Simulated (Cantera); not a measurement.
Input (Python, Cantera):

```python
import numpy as np
import cantera as ct

gas = ct.Solution("gri30.yaml")
gas.TPX = 675, 1000000, {'CH4': 1, 'C2H6': 0.045, 'O2': 1.66, 'N2': 6.24}
flame = ct.FreeFlame(gas, width=0.008)
flame.set_refine_criteria(ratio=3, slope=0.08, curve=0.16)
flame.transport_model = "mixture-averaged"
flame.solve(loglevel=0, auto=True)
flame.transport_model = "multicomponent"
flame.soret_enabled = True
flame.solve(loglevel=0, refine_grid=True)
z, T = flame.grid, flame.T
thick = (T[-1] - T[0]) / np.gradient(T, z).max()
show = ['CH4', 'C2H6', 'O2', 'CH2', 'H', 'H2O']
print(f"laminar burning velocity  {flame.velocity[0] * 100:.3f} cm/s")
print(f"burnt temperature         {T[-1]:.1f} K")
print(f"thermal thickness         {thick * 1e3:.4f} mm")
print(f"grid points               {len(z)}")
z0 = z[flame.heat_release_rate.argmax()]
print(f"{'z/mm':>9s}{'T/K':>9s}{'u/(m/s)':>9s}" + "".join(f"{s:>11s}" for s in show))
rows = []
for k in (-3, -2, -1.5, -1, -0.5, -0.25, 0, 0.25, 0.5, 1, 2, 4, 8):
    zz = z0 + k * thick
    rows.append([k * thick, np.interp(zz, z, T), np.interp(zz, z, flame.velocity),
                 *(np.interp(zz, z, flame.X[gas.species_index(s)]) for s in show)])
    print(f"{rows[-1][0] * 1e3:9.3f}{rows[-1][1]:9.1f}{rows[-1][2]:9.3f}" + "".join(f"{x:11.3e}" for x in rows[-1][3:]))
```

It prints:

```
laminar burning velocity  53.456 cm/s
burnt temperature         2337.7 K
thermal thickness         0.0745 mm
grid points               138
     z/mm      T/K  u/(m/s)        CH4       C2H6         O2        CH2          H        H2O
   -0.223    676.3    0.537  1.113e-01  5.021e-03  1.851e-01  1.450e-18  9.693e-14  2.726e-04
   -0.149    684.8    0.545  1.100e-01  5.008e-03  1.841e-01  1.685e-16  5.429e-12  1.708e-03
   -0.112    710.6    0.568  1.071e-01  4.983e-03  1.819e-01  9.783e-15  1.302e-10  5.501e-03
   -0.074    837.1    0.674  9.688e-02  4.789e-03  1.709e-01  6.410e-12  2.853e-08  2.156e-02
   -0.037   1305.7    1.072  6.358e-02  3.372e-03  1.227e-01  4.431e-08  1.359e-05  7.637e-02
   -0.019   1703.3    1.418  3.427e-02  1.597e-03  7.607e-02  3.174e-06  1.710e-04  1.228e-01
    0.000   2059.6    1.734  9.637e-03  1.551e-04  3.085e-02  4.223e-05  1.075e-03  1.638e-01
    0.019   2228.2    1.879  1.607e-03  4.503e-06  8.787e-03  4.205e-05  2.257e-03  1.808e-01
    0.037   2280.3    1.920  2.894e-04  1.566e-07  2.387e-03  1.279e-05  2.619e-03  1.840e-01
    0.074   2308.2    1.940  2.116e-05  7.536e-10  3.133e-04  9.243e-07  2.252e-03  1.840e-01
    0.149   2324.6    1.952  8.989e-07  9.512e-13  6.516e-05  2.486e-08  1.525e-03  1.842e-01
    0.298   2333.9    1.959  3.898e-08  1.876e-15  2.542e-05  5.770e-10  9.976e-04  1.847e-01
    0.596   2337.1    1.961  1.550e-09  3.771e-17  1.530e-05  1.580e-11  7.936e-04  1.850e-01
```

Model: GRI-Mech 3.0 (53 species, 325 reactions), integrated in Cantera. Burning velocities carry a grid error of a few per cent, more on coarse grids.
